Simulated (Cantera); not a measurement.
Low-pressure radical oxidation in H2/O2

An isothermal, constant-pressure homogeneous reactor starts with H2 : O2 = 0.012 : 1 (molar parts), at 950 K and 0.0150 bar.

Model: GRI-Mech 3.0 (53 species, 325 reactions), integrated in Cantera. Radical loss at walls, strong at low pressure, is not modelled.

| t (s) | x H2 | x O2 | x H | x H2O | x OH | x O | x H2O2 |
|---|---|---|---|---|---|---|---|
| 0.000400 | 0.0119 | 0.988 | 6.19e-12 | 2.57e-12 | 6.56e-12 | 8.28e-12 | <1e-12 |
| 0.000813 | 0.0119 | 0.988 | 1.14e-11 | 1.50e-11 | 1.82e-11 | 2.74e-11 | <1e-12 |
| 0.00165 | 0.0119 | 0.988 | 2.96e-11 | 9.02e-11 | 5.90e-11 | 1.07e-10 | <1e-12 |
| 0.00336 | 0.0119 | 0.988 | 1.62e-10 | 8.03e-10 | 3.53e-10 | 7.19e-10 | <1e-12 |
| 0.00684 | 0.0119 | 0.988 | 4.48e-9 | 2.57e-8 | 9.94e-9 | 2.07e-8 | <1e-12 |
| 0.0139 | 0.0118 | 0.988 | 3.71e-6 | 2.14e-5 | 8.18e-6 | 1.71e-5 | 8.88e-11 |
| 0.0283 | 0.00101 | 0.983 | 0.00126 | 0.00988 | 0.000705 | 0.00451 | 1.24e-7 |
| 0.0575 | 6.63e-5 | 0.986 | 0.000188 | 0.0116 | 0.000213 | 0.00228 | 3.19e-8 |
| 0.117 | 1.63e-5 | 0.987 | 3.68e-5 | 0.0118 | 0.000111 | 0.000864 | 2.30e-8 |
| 0.238 | 4.76e-6 | 0.988 | 6.36e-6 | 0.0119 | 6.04e-5 | 0.000274 | 1.97e-8 |
| 0.484 | 1.28e-6 | 0.988 | 9.57e-7 | 0.0119 | 3.21e-5 | 7.79e-5 | 1.57e-8 |
| 0.984 | 3.24e-7 | 0.988 | 1.37e-7 | 0.0119 | 1.69e-5 | 2.12e-5 | 1.11e-8 |
| 2.00 | 8.12e-8 | 0.988 | 2.06e-8 | 0.0119 | 9.03e-6 | 5.94e-6 | 6.87e-9 |
x: mole fraction; the columns are a selection and need not sum to one.

Equilibrium at this temperature and pressure: H2 1.80e-12, O2 0.988, H <1e-12, H2O 0.0119, OH 5.99e-8, O 2.60e-10, H2O2 2.09e-12 (gas phase only).
